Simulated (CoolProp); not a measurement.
Saturation properties of dodecamethylpentasiloxane (MD3M) (Tc = 628.0 K, pc = 9.540 bar, ω = 0.730).

Model: reference Helmholtz-energy equation of state, Thol 2019, in CoolProp.

```json
[
 {"T (K)": "335.8", "p (bar)": "0.001292", "liquid density (kg/m³)": "833.4", "vapour density (kg/m³)": "0.01781", "liquid cp (kJ/(kg K))": "1.797"},
 {"T (K)": "346.5", "p (bar)": "0.002589", "liquid density (kg/m³)": "823.0", "vapour density (kg/m³)": "0.03463", "liquid cp (kJ/(kg K))": "1.821"},
 {"T (K)": "357.2", "p (bar)": "0.004912", "liquid density (kg/m³)": "812.5", "vapour density (kg/m³)": "0.06378", "liquid cp (kJ/(kg K))": "1.844"},
 {"T (K)": "367.9", "p (bar)": "0.008871", "liquid density (kg/m³)": "802.0", "vapour density (kg/m³)": "…", "liquid cp (kJ/(kg K))": "1.867"},
 {"T (K)": "378.6", "p (bar)": "0.01532", "liquid density (kg/m³)": "791.4", "vapour density (kg/m³)": "0.1882", "liquid cp (kJ/(kg K))": "1.890"},
 {"T (K)": "389.4", "p (bar)": "0.02553", "liquid density (kg/m³)": "780.5", "vapour density (kg/m³)": "0.3057", "liquid cp (kJ/(kg K))": "…"},
 {"T (K)": "400.1", "p (bar)": "0.04083", "liquid density (kg/m³)": "769.6", "vapour density (kg/m³)": "0.4773", "liquid cp (kJ/(kg K))": "1.936"},
 {"T (K)": "410.8", "p (bar)": "0.06318", "liquid density (kg/m³)": "758.6", "vapour density (kg/m³)": "0.7222", "liquid cp (kJ/(kg K))": "1.958"},
 {"T (K)": "421.5", "p (bar)": "…", "liquid density (kg/m³)": "747.5", "vapour density (kg/m³)": "1.063", "liquid cp (kJ/(kg K))": "1.981"},
 {"T (K)": "432.2", "p (bar)": "0.1387", "liquid density (kg/m³)": "736.1", "vapour density (kg/m³)": "1.525", "liquid cp (kJ/(kg K))": "2.003"}
]
```

Task: Complete the blanks.

Result: 
- 367.9, vapour density (kg/m³): 0.1120
- 389.4, liquid cp (kJ/(kg K)): 1.913
- 421.5, p (bar): 0.09489

It boils at 503.0 K under 1 atm.
